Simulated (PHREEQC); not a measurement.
0.55 g of hydrous ferric oxide (600 m²/g; 0.2 weak and 0.005 strong sites per Fe, Dzombak-Morel constants, diffuse double layer) in 1 kg of water with 0.001 mol/kgw of an inert sodium salt and 3.5e-06 mol/kgw CaCl2 and 8.4e-06 mol/kgw NaF, at 25 °C; the pH is set by adding NaOH or the inert anion's acid. O2 is buffered at 0.21 atm. No CO2 enters from the air. Nothing may precipitate in this run.

Base run: PHREEQC, ion-association model, wateq4f.dat. Each further column changes one thing. The table gives F sorbed (%).

| pH | base | no electrostatic term (-no_edl) | background salt from 0.001 to 0.0001 mol/kgw | oxide from 0.55 to 2.8 g/kgw | 0.002 mol/kgw NaH2PO4 added |
|---|---|---|---|---|---|
| 3 | 99.1 | 1.2 | 99.3 | 99.7 | 0.1 |
| 3.67 | 99.3 | 2.3 | 99.6 | 99.8 | 0.1 |
| 4.33 | 98.7 | 2.8 | 99.2 | 99.7 | 0.1 |
| 5 | 96.5 | 2.9 | 97.5 | 99.3 | 0.1 |
| 5.67 | 88.9 | 3.0 | 90.7 | 97.6 | 0.1 |
| 6.33 | 67.2 | 3.1 | 69.6 | 91.3 | 0.1 |
| 7 | 32.4 | 3.5 | 33.8 | 71.0 | 0.1 |
| 7.67 | 9.7 | 3.9 | 10.1 | 35.4 | 0.1 |
| 8.33 | 2.4 | 3.6 | 2.5 | 11.0 | 0.1 |
| 9 | 0.5 | 2.1 | 0.5 | 2.7 | 0.1 |
| 9.67 | 0.1 | 0.7 | 0.1 | 0.6 | 0.1 |
| 10.33 | 0.0 | 0.2 | 0.0 | 0.2 | 0.0 |
| 11 | 0.0 | 0.0 | 0.0 | 0.0 | 0.0 |

The oxide is taken as insoluble; below pH 4 it would dissolve. H3PO4, which wateq4f.dat lacks, is added to it with the constant of phreeqc.dat.
